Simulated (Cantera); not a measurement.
## Equilibrium for tantalum, niobium, vanadium and zirconium in process gases: Zr + N2 + H2

A closed system holds: 1 mol Zr, 5.6 mol N2, 16 mol H2, held at 1898 K and 1.00 bar.

Method: chemical equilibrium by Gibbs-energy minimisation in Cantera with the NASA 1993 tables (ideal gas, pure condensed phases). Candidate condensed phases: Zr, ZrN; 11 gas species. ZrN: taken at fixed stoichiometry. Rates play no part.

```yaml
x(H2): 0.758
x(N2): 0.242
x(H): 0.000680
x(NH3): 7.80e-6
n(ZrN(s)): 1.00 mol
gas_amount: 21.11 mol
log10 activity of Zr(β) (absent): -4.95
```
